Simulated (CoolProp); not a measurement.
Vapour-liquid equilibrium of R125 (1) + R152A (2) at 0.592 MPa; x and y are mole fractions of (1).

The numbers come from the multi-fluid Helmholtz-energy mixture model, Lemmon 2005 and Outcalt 1996; pair parameters Bell 2016 in CoolProp.

**Question.** Give the bubble temperature and the first vapour's composition at x = 0.05, 0.575, 0.875. Is there an azeotrope?

**Answer.** x = 0.05: 22.6 °C, y = 0.100; x = 0.575: 6.4 °C, y = 0.737; x = 0.875: -1.0 °C, y = 0.941. No azeotrope shows between x = 0.05 and 0.95.

The pair parameters rest on a limited set of measurements; away from them the model extrapolates.
